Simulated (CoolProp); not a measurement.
20 sccm (0 °C, 1 atm) of nitrogen bubbles through liquid hexamethyldisiloxane (MM) at 321.8 K and leaves saturated at a total pressure of 0.15 MPa (ideal gas phase). Each further row changes one setting.

Model: reference Helmholtz-energy equation of state, Thol 2016, in CoolProp.

```
case                      vapour pressure (kPa)  mole fraction of vapour  delivery (mg/min)  delivery (sccm)  change of delivery for a bath 1 K warmer (%)
------------------------  ---------------------  -----------------------  -----------------  ---------------  --------------------------------------------
as stated                                  16.6                    0.111                [?]              [?]                                           4.8
bath temperature 326.8 K                   20.4                      [?]                [?]             3.15                                           4.8
total pressure 0.3 MPa                     16.6                      [?]               8.49              [?]                                           [?]
```

Task: Fill in the missing entries.

Result: 
- as stated, delivery (mg/min): 18.0
- as stated, delivery (sccm): 2.49
- bath temperature 326.8 K, mole fraction of vapour: 0.136
- bath temperature 326.8 K, delivery (mg/min): 22.8
- total pressure 0.3 MPa, mole fraction of vapour: 0.0553
- total pressure 0.3 MPa, delivery (sccm): 1.17
- total pressure 0.3 MPa, change of delivery for a bath 1 K warmer (%): 4.5
